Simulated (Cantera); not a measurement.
Feed: 1 mol MgCO3, 0.31 mol C, 0.14 mol H2O, at 0.880 bar.

Method: chemical equilibrium by Gibbs-energy minimisation in Cantera with the NASA 1993 tables (ideal gas, pure condensed phases). Candidate condensed phases: C, C6H6, C7H8, C8H18, H2O, Mg, MgCO3, MgO, Mg(OH)2; 116 gas species. Kinetics and transport are ignored. All values below are at 1848 K.

Base state: CO2 0.492, CO 0.411, H2O 0.0799, H2 0.0166, H 7.29e-5, OH 2.58e-5 (mole fractions); condensed: MgO(s).

Q: What changes in the equilibrium state with this change: C from 0.31 to 0.029 mol?

A: 
```tsv
species	before	after
CO2	0.492	0.832
H2O	0.0799	0.118
CO	0.411	0.0480
H2	0.0166	0.00170
O2	1.82e-7	3.80e-5
OH	2.58e-5	0.000119
H	7.29e-5	2.33e-5
MgO(s), mol	1.000	1.000
```

Q: What changes in the equilibrium state with this change: H2O from 0.14 to 3.6 mol?

A: 
```csv
species,before,after
H2O,0.0799,0.675
CO2,0.492,0.198
CO,0.411,0.0683
H2,0.0166,0.0579
OH,2.58e-5,0.000117
H,7.29e-5,0.000136
"MgO(s), mol",1.000,1.000
```
